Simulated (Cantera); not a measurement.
# Diamond growth

A diamond (100) surface in a fixed gas of H2 with x(CH4) = 0.013, x(H) = 0.00024, at 1275 K, 0.0188 atm; coverages are run to steady state.

Detailed kinetics in Cantera: the Harris–Goodwin 1993 mechanism for the reconstructed diamond (100) surface.

```tsv
x(CH3)	growth (µm/h)	θ c6HH	θ c6H*	θ c6*H	θ c6**	θ c6HM
1e-06	0.000365	0.535	0.0374	0.417	0.0113	8.39e-7
2.4e-06	0.000876	0.535	0.0374	0.416	0.0113	2.01e-6
5.7e-06	0.00208	0.535	0.0374	0.416	0.0113	4.78e-6
1.4e-05	0.00510	0.535	0.0373	0.416	0.0113	1.17e-5
3.2e-05	0.0116	0.535	0.0373	0.416	0.0113	2.68e-5
7.8e-05	0.0281	0.534	0.0373	0.416	0.0112	6.53e-5
0.00019	0.0671	0.534	0.0373	0.416	0.0109	0.000158
0.00044	0.149	0.533	0.0372	0.415	0.0105	0.000364
0.0011	0.335	0.531	0.0370	0.412	0.00939	0.000897
```
θ: site fractions in the mechanism's names (c6HH fully hydrogenated, c6H* and c6*H radical sites, c6** diradical, c6HM methylated).
